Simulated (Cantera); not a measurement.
**Adiabatic ignition**

An adiabatic, constant-volume homogeneous reactor starts with 4.55 % CH4, 9.09 % O2, 86.4 % N2, equivalence ratio 1.0, at 1225 K and 8.10 bar.

Computed with Cantera and GRI-Mech 3.0 (53 species, 325 reactions).

| t (s) | T (K) | P (bar) | x CH4 | x O2 | x CO2 | x NO | x HO2 | x H2 | x H |
|---|---|---|---|---|---|---|---|---|---|
| 2.00e-6 | 1225 | 8.10 | 0.0455 | 0.0909 | <1e-12 | <1e-12 | 4.89e-9 | 3.99e-11 | 8.27e-12 |
| 4.85e-6 | 1225 | 8.10 | 0.0455 | 0.0909 | <1e-12 | <1e-12 | 1.18e-8 | 1.13e-10 | 9.99e-12 |
| 1.18e-5 | 1225 | 8.10 | 0.0455 | 0.0909 | <1e-12 | <1e-12 | 2.83e-8 | 3.48e-10 | 1.44e-11 |
| 2.85e-5 | 1225 | 8.10 | 0.0455 | 0.0909 | <1e-12 | <1e-12 | 6.69e-8 | 1.29e-9 | 2.63e-11 |
| 6.91e-5 | 1225 | 8.10 | 0.0455 | 0.0909 | <1e-12 | <1e-12 | 1.52e-7 | 6.32e-9 | 6.46e-11 |
| 0.000168 | 1225 | 8.10 | 0.0455 | 0.0909 | 2.30e-11 | <1e-12 | 3.09e-7 | 4.38e-8 | 2.24e-10 |
| 0.000406 | 1225 | 8.10 | 0.0454 | 0.0909 | 6.48e-10 | <1e-12 | 4.62e-7 | 3.93e-7 | 8.25e-10 |
| 0.000985 | 1225 | 8.10 | 0.0454 | 0.0909 | 7.04e-9 | <1e-12 | 6.06e-7 | 2.42e-6 | 1.55e-9 |
| 0.00239 | 1226 | 8.10 | 0.0453 | 0.0908 | 4.10e-8 | <1e-12 | 1.14e-6 | 1.16e-5 | 3.27e-9 |
| 0.00579 | 1230 | 8.13 | 0.0448 | 0.0905 | 6.42e-7 | <1e-12 | 3.50e-6 | 8.95e-5 | 1.57e-8 |
| 0.0140 | 2393 | 15.9 | <1e-12 | 0.00224 | 0.0409 | 0.000794 | 6.65e-7 | 0.00163 | 0.000157 |
| 0.0340 | 2388 | 15.8 | <1e-12 | 0.00190 | 0.0406 | 0.00182 | 5.80e-7 | 0.00172 | 0.000158 |
| 0.0825 | 2388 | 15.8 | <1e-12 | 0.00189 | 0.0406 | 0.00186 | 5.77e-7 | 0.00172 | 0.000158 |
| 0.200 | 2388 | 15.8 | <1e-12 | 0.00189 | 0.0406 | 0.00186 | 5.77e-7 | 0.00172 | 0.000158 |
x: mole fraction; the columns are a selection and need not sum to one.

| Item | Value |
|---|---|
| time of steepest temperature rise | 10.5 ms |
| temperature at 0.200 s | 2388 K |
| equilibrium temperature | 2388 K |
| x(CH4) at 0.200 s | <1e-12 (gas-phase equilibrium <1e-12) |
| x(O2) at 0.200 s | 0.00189 (gas-phase equilibrium 0.00189) |
| x(CO2) at 0.200 s | 0.0406 (gas-phase equilibrium 0.0406) |
